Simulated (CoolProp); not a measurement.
R22 along the isobar 5.49 MPa: density (kg/m³) from the reference equation and from simpler models built on Tc = 96.1 °C, pc = 4.990 MPa, ω = 0.221; each cubic takes its own stable root.

Computed with CoolProp (reference Helmholtz-energy equation of state, Kamei 1995).

| T (°C) | phase | reference |
|---|---|---|
| -140.65 | liquid | 1682 |
| -136.75 | liquid | 1672 |
| -132.85 | liquid | 1662 |
| -128.95 | liquid | 1652 |
| -125.05 | liquid | 1642 |
| -121.15 | liquid | 1632 |
| -117.25 | liquid | 1622 |
| -113.45 | liquid | 1613 |
| -109.55 | liquid | 1603 |
| -105.65 | liquid | 1593 |
| -101.75 | liquid | 1583 |
| -97.85 | liquid | 1572 |
| -93.95 | liquid | 1562 |
| -90.05 | liquid | 1552 |
| -86.15 | liquid | 1542 |
| -82.25 | liquid | 1532 |

**Question.** How far does each simpler model (Redlich-Kwong, Soave-Redlich-Kwong, Peng-Robinson) lie from the reference over these 16 states: mean and median of the absolute difference, and the worst?

**Answer.** 
- Redlich-Kwong: mean 11.4 %, median 11.4 %, worst -12.1 % at -140.65 °C and 5.49 MPa
- Soave-Redlich-Kwong: mean 10.5 %, median 10.5 %, worst -11.7 % at -140.65 °C and 5.49 MPa
- Peng-Robinson: mean 0.8 %, median 0.8 %, worst +1.7 % at -82.25 °C and 5.49 MPa
